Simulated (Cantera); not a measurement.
Reactions in the system C-F-H

Source: NASA polynomial tables (part measured, part estimated), evaluated in Cantera. Values are per mole of reaction as written; species without (g) are pure solids or liquids, kept so even where they would boil at 1 bar.

2 F(g) + CH2F2(g) ⇌ CF4(g) + H2(g)

```
T (K)  ΔH° (kJ)  ΔS° (J/K)  ΔG° (kJ)  log10 K
-----  --------  ---------  --------  -------
1248     -635.0     -165.3    -428.7    17.94
1448     -634.9     -165.2    -395.6    14.27
1648     -634.9     -165.2    -362.6    11.49
1848     -635.1     -165.3    -329.5     9.31
2048     -635.4     -165.5    -296.5     7.56
2248     -635.7     -165.7    -263.3     6.12
```
